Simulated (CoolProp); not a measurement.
Values from CoolProp's reference Helmholtz-energy equation of state, Beckmüller 2019.

Problem. Give the vapour pressure (MPa), liquid density (kg/m³), enthalpy of vaporisation (kJ/kg), vapour viscosity (µPa s) of saturated n-octane at 304.9, 330.9 K.

Solution. 
```
T (K)  p (MPa)  liquid density (kg/m³)  enthalpy of vaporisation (kJ/kg)  vapour viscosity (µPa s)
-----  -------  ----------------------  --------------------------------  ------------------------
304.9  0.00271                     693                               359                      5.85
330.9  0.00952                     672                               344                      6.32
```

Viscosity comes from a separate model (Huber 2004).
